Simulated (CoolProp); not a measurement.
Vapour-liquid equilibrium of R143a (1) + R134a (2) at 234.9 K; x and y are mole fractions of (1).

Computed with CoolProp (multi-fluid Helmholtz-energy mixture model, Lemmon and Jacobsen 2000 and Tillner-Roth 1994; pair parameters Lemmon 2004).

```json
[
 {"x": "0.05", "bubble pressure, mixture model (MPa)": "?", "bubble pressure, Raoult's law (MPa)": "0.06090", "y, mixture model": "0.121", "y, Raoult's law": "0.125"},
 {"x": "0.2", "bubble pressure, mixture model (MPa)": "0.07505", "bubble pressure, Raoult's law (MPa)": "0.07534", "y, mixture model": "0.396", "y, Raoult's law": "0.404"},
 {"x": "0.35", "bubble pressure, mixture model (MPa)": "0.08940", "bubble pressure, Raoult's law (MPa)": "0.08977", "y, mixture model": "?", "y, Raoult's law": "0.594"},
 {"x": "0.5", "bubble pressure, mixture model (MPa)": "0.1038", "bubble pressure, Raoult's law (MPa)": "0.1042", "y, mixture model": "?", "y, Raoult's law": "0.731"},
 {"x": "0.65", "bubble pressure, mixture model (MPa)": "0.1183", "bubble pressure, Raoult's law (MPa)": "0.1186", "y, mixture model": "0.827", "y, Raoult's law": "0.835"},
 {"x": "0.8", "bubble pressure, mixture model (MPa)": "?", "bubble pressure, Raoult's law (MPa)": "0.1331", "y, mixture model": "?", "y, Raoult's law": "0.916"},
 {"x": "0.95", "bubble pressure, mixture model (MPa)": "?", "bubble pressure, Raoult's law (MPa)": "0.1475", "y, mixture model": "0.980", "y, Raoult's law": "0.981"}
]
```

Complete the blanks.


- 0.05, bubble pressure, mixture model (MPa): 0.06080
- 0.35, y, mixture model: 0.584
- 0.5, y, mixture model: 0.722
- 0.8, bubble pressure, mixture model (MPa): 0.1328
- 0.8, y, mixture model: 0.911
- 0.95, bubble pressure, mixture model (MPa): 0.1474

The largest gap from Raoult's law is -0.4 % in bubble pressure, at x = 0.35. No azeotrope shows between x = 0.05 and 0.95.

Pair parameters are fitted to limited data, so mixtures are less certain than the pure fluids.
